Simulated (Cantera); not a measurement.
Feed: 1 mol SiH₄, 180 mol H₂, 0.047 mol N₂, held at 1.28 Torr.

Method: chemical equilibrium by Gibbs-energy minimisation in Cantera with the NASA 1993 tables (ideal gas, pure condensed phases). Candidate condensed phases: Si, Si₃N₄; 18 gas species. Gases not in the tables: Si₂H₆ and higher silanes. Equilibrium is a limit: real reactors are often held back by kinetics, nucleation or transport.

x: gas mole fraction; n: condensed amount in mol.

| T (K) | x H₂ | x H | x Si | x N₂ | n Si(s) | n Si(l) |
|---|---|---|---|---|---|---|
| 1573 | 0.999 | 0.000985 | 3.23e-5 | 0.000258 | 0.993 | 0 |
| 1623 | 0.998 | 0.00167 | 9.20e-5 | 0.000258 | 0.981 | 0 |
| 1673 | 0.997 | … | … | 0.000258 | 0.950 | 0 |
| 1723 | 0.995 | 0.00441 | 0.000578 | 0.000257 | 0 | 0.884 |
| 1773 | 0.992 | … | … | 0.000256 | 0 | … |
| 1823 | 0.987 | 0.0104 | 0.00260 | 0.000255 | 0 | 0.487 |
| 1873 | 0.979 | 0.0155 | 0.00508 | 0.000253 | 0 | 0 |

Question: What belongs in the gaps?

Answer: 
- 1773, x H: 0.00687
- 1773, x Si: 0.00125
- 1773, n Si(l): 0.751
- 1673, x H: 0.00276
- 1673, x Si: 0.000246
